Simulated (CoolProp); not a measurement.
Properties of n-perfluorohexane at several states (Tc = 448.0 K, pc = 1.742 MPa, ω = 0.497).

Values from CoolProp's reference Helmholtz-energy equation of state, Gao 2022.

```tsv
T (K)	p (MPa)	phase	Z	cp (kJ/(kg K))	cv (kJ/(kg K))	fugacity coefficient
325.5	0.179	liquid	0.01403	1.090	0.8893	0.4583
344.2	0.823	liquid	0.06321	1.118	0.9132	0.1867
213.4	0.034	liquid	0.003386	0.9152	0.7188	0.002874
```
